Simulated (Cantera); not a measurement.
Feed: 1 mol C₃H₆, 0.3 mol O₂, 3.1 mol H₂, held at 2700000 Pa.

Cantera equilibrium calculation (NASA polynomials, part measured and part estimated; ideal gas, pure solids and liquids). Candidate condensed phases: C, C₆H₆, C₇H₈, C₈H₁₈, H₂O; 131 gas species. Ions and electrons are included (thermal ionisation). Rates play no part.

log p: log10 of the partial pressure in bar; n: condensed amount in mol.

```json
[
 {"T (K)": "2000", "log p H₂": "1.39", "log p H": "-2.10", "log p C₂H₂ (acetylene)": "-1.73", "log p CO": "0.39", "log p C₂H": "-6.94", "log p C": "-10.52", "log p C₃": "-10.56", "log p C₂": "<-10", "log p C₄H₂": "-5.24", "n C(graphite)": "2.33"},
 {"T (K)": "2250", "log p H₂": "1.39", "log p H": "-1.44", "log p C₂H₂ (acetylene)": "-1.09", "log p CO": "0.38", "log p C₂H": "-5.31", "log p C": "-8.44", "log p C₃": "-8.19", "log p C₂": "-9.24", "log p C₄H₂": "-3.95", "n C(graphite)": "2.32"},
 {"T (K)": "2500", "log p H₂": "1.38", "log p H": "-0.91", "log p C₂H₂ (acetylene)": "-0.58", "log p CO": "0.38", "log p C₂H": "-4.02", "log p C": "-6.78", "log p C₃": "-6.30", "log p C₂": "-7.34", "log p C₄H₂": "-2.93", "n C(graphite)": "2.24"},
 {"T (K)": "2750", "log p H₂": "1.37", "log p H": "-0.48", "log p C₂H₂ (acetylene)": "-0.18", "log p CO": "0.38", "log p C₂H": "-2.97", "log p C": "-5.42", "log p C₃": "-4.77", "log p C₂": "-5.79", "log p C₄H₂": "-2.11", "n C(graphite)": "[?]"},
 {"T (K)": "3000", "log p H₂": "1.35", "log p H": "-0.13", "log p C₂H₂ (acetylene)": "0.14", "log p CO": "0.38", "log p C₂H": "-2.10", "log p C": "-4.30", "log p C₃": "-3.51", "log p C₂": "-4.50", "log p C₄H₂": "-1.44", "n C(graphite)": "[?]"},
 {"T (K)": "3250", "log p H₂": "1.31", "log p H": "0.16", "log p C₂H₂ (acetylene)": "0.39", "log p CO": "0.37", "log p C₂H": "-1.38", "log p C": "-3.34", "log p C₃": "-2.44", "log p C₂": "-3.41", "log p C₄H₂": "-0.90", "n C(graphite)": "[?]"},
 {"T (K)": "3500", "log p H₂": "1.25", "log p H": "0.40", "log p C₂H₂ (acetylene)": "0.56", "log p CO": "0.36", "log p C₂H": "-0.80", "log p C": "-2.54", "log p C₃": "-1.58", "log p C₂": "-2.51", "log p C₄H₂": "-0.52", "n C(graphite)": "0"},
 {"T (K)": "3750", "log p H₂": "1.22", "log p H": "0.61", "log p C₂H₂ (acetylene)": "0.51", "log p CO": "0.35", "log p C₂H": "-0.49", "log p C": "-1.95", "log p C₃": "-1.13", "log p C₂": "-1.94", "log p C₄H₂": "-0.57", "n C(graphite)": "0"},
 {"T (K)": "4000", "log p H₂": "1.17", "log p H": "0.79", "log p C₂H₂ (acetylene)": "0.44", "log p CO": "0.32", "log p C₂H": "-0.26", "log p C": "-1.44", "log p C₃": "-0.77", "log p C₂": "-1.45", "log p C₄H₂": "-0.68", "n C(graphite)": "0"},
 {"T (K)": "4250", "log p H₂": "1.11", "log p H": "0.93", "log p C₂H₂ (acetylene)": "0.31", "log p CO": "0.29", "log p C₂H": "-0.10", "log p C": "-1.01", "log p C₃": "-0.51", "log p C₂": "-1.06", "log p C₄H₂": "-0.87", "n C(graphite)": "0"},
 {"T (K)": "4500", "log p H₂": "1.02", "log p H": "1.05", "log p C₂H₂ (acetylene)": "0.13", "log p CO": "0.25", "log p C₂H": "-0.01", "log p C": "-0.65", "log p C₃": "-0.35", "log p C₂": "-0.76", "log p C₄H₂": "-1.16", "n C(graphite)": "0"},
 {"T (K)": "4750", "log p H₂": "0.92", "log p H": "1.14", "log p C₂H₂ (acetylene)": "-0.11", "log p CO": "0.21", "log p C₂H": "0.00", "log p C": "-0.35", "log p C₃": "-0.28", "log p C₂": "-0.54", "log p C₄H₂": "-1.55", "n C(graphite)": "0"},
 {"T (K)": "5000", "log p H₂": "0.80", "log p H": "1.21", "log p C₂H₂ (acetylene)": "-0.41", "log p CO": "0.18", "log p C₂H": "-0.06", "log p C": "-0.11", "log p C₃": "-0.29", "log p C₂": "-0.39", "log p C₄H₂": "-2.01", "n C(graphite)": "0"}
]
```

Problem. What belongs in the gaps?

Solution. 
- 2750, n C(graphite): 2.04
- 3000, n C(graphite): 1.64
- 3250, n C(graphite): 0.940
